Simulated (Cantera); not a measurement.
What does this Cantera script print?

```python
import numpy as np
import cantera as ct

gas_names = """
    Br Br2 Ca CaBr CaBr2 CaO CaOH CaO2H2 Ca2 H HBr HO2 H2 H2O H2O2 O OH O2 O3
""".split()
cond_names = """
    Br2(cr) Br2(L) Ca(a) Ca(b) Ca(L) CaBr2(s) CaBr2(L) CaO(s) CaO(L) CaO2H2(s) H2O(s) H2O(L)
""".split()


def load(file, names, dense=False):
    # The tables refer to 1 bar. Condensed volumes are neglected.
    table = {s.name: s for s in ct.Species.list_from_file(file)}
    out = []
    for n in names:
        d = dict(table[n].input_data)
        d["thermo"] = dict(d["thermo"], **{"reference-pressure": 1e5})
        if dense:
            d["equation-of-state"] = {"model": "constant-volume", "density": "1e6 g/cm^3"}
        out.append(ct.Species.from_dict(d))
    return out


gas = ct.Solution(thermo="ideal-gas", species=load("nasa_gas.yaml", gas_names))
cond = {s.name: ct.Solution(thermo="fixed-stoichiometry", species=[s], name=s.name)
        for s in load("nasa_condensed.yaml", cond_names, dense=True)}
atoms = {
    'CaO': {'Ca': 1, 'O': 1},
    'HBr': {'H': 1, 'Br': 1},
    'O2': {'O': 2},
}
top_T = {}  # K; cautious upper limits of use, not melting points


def equilibrate(T, P, feed):
    n = {}
    for name, mol in feed.items():
        for a, k in atoms[name].items():
            n[a] = n.get(a, 0.0) + k * mol
    gas.TPX = T, P, n
    mass = sum(n.values()) * gas.mean_molecular_weight
    gas.equilibrate("TP")
    valid = [c for c in cond.values() if c.min_temp <= T <= top_T.get(c.name, c.max_temp)]
    mix = ct.Mixture([(gas, mass / gas.mean_molecular_weight)] + [(c, 0.0) for c in valid])
    mix.T, mix.P = T, P
    mix.equilibrate("TP", solver="vcs", rtol=1e-11, max_steps=5000)
    return mix


results = []
feed = {'CaO': 1, 'HBr': 7.4, 'O2': 5.3}  # mol
P = 12  # Pa
for T in [748, 848, 948, 1048, 1148, 1248, 1348, 1448, 1548, 1648]:
    mix = equilibrate(T, P, feed)
    results.append((T, P, feed, dict(zip(mix.species_names, mix.species_moles))))

top = {s: max(r[3][s] / sum(r[3][g] for g in gas_names) for r in results) for s in gas_names}
cols = sorted((s for s in top if top[s] > 1e-05), key=lambda s: -top[s])[:9]
seen = [c for c in cond_names if any(r[3].get(c, 0) > 1e-12 for r in results)]
print("log10 of partial pressures in bar; condensed amounts in mol")
print(f"{'T/K':>10s}" + "".join(f"{s[:9]:>10s}" for s in cols + seen))
for T, P, feed, n in results:
    ng = sum(n[g] for g in gas_names)
    print(f"{T:10.4g}" + "".join(f"{np.log10(max(n[s] / ng * P / 1e5, 1e-99)):10.3f}" for s in cols)
          + "".join(f"{n.get(c, 0):10.4g}" for c in seen))
```

Output:

```
log10 of partial pressures in bar; condensed amounts in mol
       T/K        Br        O2       H2O       Br2       HBr     CaBr2        OH         O        H2  CaBr2(s)    CaO(s)
       748    -6.217    -4.340    -4.371    -4.513    -6.440   -11.445   -12.396   -16.411   -16.604         1         0
       848    -5.432    -4.344    -4.382    -4.549    -5.889    -9.063   -11.067   -14.339   -14.584    0.9999         0
       948    -4.798    -4.441    -4.443    -4.551    -5.443    -7.619   -10.067   -12.748   -12.990         0    0.9977
      1048    -4.444    -4.476    -4.501    -4.874    -5.257    -6.806    -9.251   -11.437   -11.729         0    0.9831
      1148    -4.301    -4.505    -4.537    -5.441    -5.248    -6.441    -8.570   -10.353   -10.672         0    0.9579
      1248    -4.262    -4.516    -4.543    -6.082    -5.312    -6.311    -7.982    -9.435    -9.764         0    0.9418
      1348    -4.251    -4.521    -4.540    -6.673    -5.387    -6.251    -7.477    -8.650    -8.984         0    0.9328
      1448    -4.246    -4.524    -4.537    -7.194    -5.456    -6.214    -7.041    -7.972    -8.311         0    0.9267
      1548    -4.243    -4.527    -4.536    -7.652    -5.519    -6.190    -6.661    -7.381    -7.725         0    0.9224
      1648    -4.241    -4.530    -4.536    -8.057    -5.577    -6.175    -6.329    -6.862    -7.211         0    0.9194
```

These are equilibrium values from Cantera (NASA tables, ideal gas, pure condensed phases), not measurements of a reactor.
